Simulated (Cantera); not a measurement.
An isothermal, constant-pressure homogeneous reactor starts with NO : N2 = 1 : 0.67 (molar parts), at 1750 K and 69000 Pa.

Cantera simulation using GRI-Mech 3.0 (53 species, 325 reactions); the numbers are that mechanism's predictions, not measurements.

**Question.** Predict: x(NO) at 200 s; x(O) at 200 s; x(N2) at 200 s; x(NO2) at 200 s; x(O2) at 200 s; x(N2O) at 200 s.

**Answer.** 
| Item | Result |
|---|---|
| x(NO) at 200 s | 0.00815 (gas-phase equilibrium 0.00393) |
| x(O) at 200 s | 4.92e-5 (gas-phase equilibrium 4.94e-5) |
| x(N2) at 200 s | 0.697 (gas-phase equilibrium 0.699) |
| x(NO2) at 200 s | 2.24e-5 (gas-phase equilibrium 1.08e-5) |
| x(O2) at 200 s | 0.295 (gas-phase equilibrium 0.297) |
| x(N2O) at 200 s | 1.96e-7 (gas-phase equilibrium 1.78e-7) |
